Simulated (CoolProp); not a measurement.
Vapour-liquid equilibrium of propane (1) + neopentane (2) at 278.2 K; x and y are mole fractions of (1).

Model: multi-fluid Helmholtz-energy mixture model, Lemmon 2009 and Lemmon 2006; pair parameters Bell 2016, in CoolProp.

```json
[
 {"x": "0.05", "bubble pressure (kPa)": "97.26", "y at the bubble point": "0.155", "dew pressure at overall composition x (kPa)": "89.36", "liquid density (mol/L)": "8.543"},
 {"x": "0.2", "bubble pressure (kPa)": "132.8", "y at the bubble point": "0.472", "dew pressure at overall composition x (kPa)": "101.1", "liquid density (mol/L)": "9.005"},
 {"x": "0.35", "bubble pressure (kPa)": "177.4", "y at the bubble point": "0.683", "dew pressure at overall composition x (kPa)": "116.4", "liquid density (mol/L)": "9.505"},
 {"x": "0.5", "bubble pressure (kPa)": "238.1", "y at the bubble point": "0.828", "dew pressure at overall composition x (kPa)": "137.2", "liquid density (mol/L)": "10.04"},
 {"x": "0.65", "bubble pressure (kPa)": "319.2", "y at the bubble point": "0.920", "dew pressure at overall composition x (kPa)": "168.3", "liquid density (mol/L)": "10.59"},
 {"x": "0.8", "bubble pressure (kPa)": "418.0", "y at the bubble point": "0.971", "dew pressure at overall composition x (kPa)": "222.6", "liquid density (mol/L)": "11.15"},
 {"x": "0.95", "bubble pressure (kPa)": "520.8", "y at the bubble point": "0.996", "dew pressure at overall composition x (kPa)": "367.4", "liquid density (mol/L)": "11.68"}
]
```

No azeotrope shows between x = 0.05 and 0.95.

Pair parameters are fitted to limited data, so mixtures are less certain than the pure fluids.
